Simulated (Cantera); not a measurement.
Charge: 1 mol HgO, 0.28 mol N₂, held at 0.210 bar.

Method: chemical equilibrium by Gibbs-energy minimisation in Cantera with the NASA 1993 tables (ideal gas, pure condensed phases). Candidate condensed phases: Hg, HgO; 10 gas species. The numbers say what is thermodynamically allowed, not how fast it happens. All values below are at 1225 °C.

Base state: Hg 0.562, O₂ 0.281, N₂ 0.157, NO 0.000625 (mole fractions); condensed: gas only.

What changes in the equilibrium state with this change: HgO replaced by PbO?


```tsv
species	before	after
N₂	0.157	0.948
PbO	0	0.0410
Pb	0	0.00731
Hg	0.562	0
O₂	0.281	0.00357
NO	0.000625	0.000173
PbO(l), mol	0	0.986
```
Gases not in the tables: (PbO)n polymers. Further candidate phases: Pb, PbO, PbO₂, Pb₃O₄.
